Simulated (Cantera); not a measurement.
A closed system holds: 1 mol CCl₄, 0.082 mol F₂, 3.1 mol H₂, held at 590 Pa.

Method: chemical equilibrium by Gibbs-energy minimisation in Cantera with the NASA 1993 tables (ideal gas, pure condensed phases). Candidate condensed phases: C, C₆H₆, C₇H₈, C₈H₁₈; 118 gas species. The tables' values for CCl are old estimates; treat these amounts as uncertain. The numbers say what is thermodynamically allowed, not how fast it happens.

log p: log10 of the partial pressure in bar; n: condensed amount in mol.

```csv
T (°C),log p H,log p Cl,log p HCl,log p H₂,log p C₃,log p HF,n C(graphite)
2427,-2.78,-2.74,-2.87,-3.06,-5.06,-3.89,0.897
2452,-2.75,-2.73,-2.91,-3.09,-4.91,-3.90,0.876
2477,-2.72,-2.71,-2.95,-3.11,-4.77,-3.91,0.848
2502,-2.70,-2.71,-2.99,-3.14,-4.64,-3.92,0.811
2527,-2.68,-2.70,-3.04,-3.18,-4.50,-3.93,0.762
2552,-2.65,-2.69,-3.08,-3.21,-4.37,-3.94,0.697
2577,-2.64,-2.68,-3.13,-3.25,-4.24,-3.95,0.612
2602,-2.62,-2.68,-3.19,-3.29,-4.11,-3.96,0.497
2627,-2.61,-2.68,-3.24,-3.33,-3.99,-3.97,0.346
2652,-2.59,-2.68,___,-3.38,___,-3.99,___
2677,-2.58,-2.67,-3.35,-3.43,-3.80,-4.00,0
2702,-2.57,-2.67,-3.41,-3.47,-3.80,-4.01,0
2727,-2.56,-2.67,-3.46,-3.52,-3.81,-4.02,0
2752,-2.55,-2.67,-3.51,-3.56,-3.82,-4.03,0
```

Question: What belongs in the gaps?

Answer: 
- 2652, log p HCl: -3.30
- 2652, log p C₃: -3.86
- 2652, n C(graphite): 0.144
